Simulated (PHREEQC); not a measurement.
1 kg of water holding 3.6 mmol/kgw NaCl, 3.6 mmol/kgw CaCl2 and 7.8 mmol/kgw KCl is evaporated at 30 °C; the solids stay in contact with the brine. No CO2 enters from the air. Solids allowed: Halite, Portlandite, Sylvite. Others were left out.

Model: Pitzer model, pitzer.dat, run in PHREEQC.

```csv
water left (kg),ionic strength,water activity,K in solution (mol/kgw)
1,0.0222,0.999,0.00780
0.8219,0.0270,0.999,0.00949
0.5552,0.0400,0.999,0.0140
0.4563,0.0487,0.999,0.0171
0.375,0.0592,0.999,0.0208
0.3082,0.0720,0.998,0.0253
0.2082,0.107,0.997,0.0375
0.1711,0.130,0.997,0.0456
0.1407,0.158,0.996,0.0555
0.09502,0.234,0.994,0.0821
0.07809,0.284,0.993,0.0999
0.06418,0.346,0.992,0.122
0.05275,0.421,0.990,0.148
0.03564,0.623,0.985,0.219
0.0293,0.758,0.982,0.266
0.02407,0.922,0.978,0.324
0.01627,1.36,0.967,0.479
0.01337,1.66,0.959,0.583
0.01099,2.02,0.949,0.710
0.00903,2.46,0.937,0.864
0.006093,3.64,0.903,1.28
0.005012,4.43,0.879,1.56
```
